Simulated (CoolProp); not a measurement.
A single-stage vapour-compression cycle with n-pentane: evaporating at 306.15 K (dew point), condensing at 350.15 K (bubble point), superheat 0 K, subcooling 5 K, compressor efficiency 0.9, no pressure losses. Each further row changes one setting.

Computed with CoolProp (reference Helmholtz-energy equation of state, Thol 2019).

```tsv
case	cooling COP	pressure ratio	discharge temperature (K)	refrigerating effect (kJ/kg)	volumetric capacity (kJ/m³)
as stated	5.30	3.74	350.1	264	712
evaporating temperature 311.15 K	6.23	3.15	350.1	272	861
condensing temperature 345.15 K	6.16	3.28	345.2	277	746
subcooling 10 K	5.56	3.74	350.1	277	746
superheat 10 K	5.39	3.74	350.2	282	732
compressor efficiency 0.8	4.71	3.74	350.1	264	712
```

The compression ends wet for: as stated; evaporating temperature 311.15 K; condensing temperature 345.15 K; subcooling 10 K; compressor efficiency 0.8.
